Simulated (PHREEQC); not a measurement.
# Hard or scaling water (model solution)

Make-up at 25 °C: 0.0016 mol SrCl2, 8.2e-05 mol CO2 and 0.0225 mol NaCl per kg of water. Closed to the air; pH follows from the charge balance.

Equilibrium calculation in PHREEQC: Pitzer model, pitzer.dat.

Precipitation was switched off in this run.

**Question.** Predict the pH, osmotic coefficient.

**Answer.** pH 5.25; osmotic coefficient 0.949.

**Question.** In which forms is C present?

**Answer.** CO2 92 %, HCO3- 8.0 % of the C.
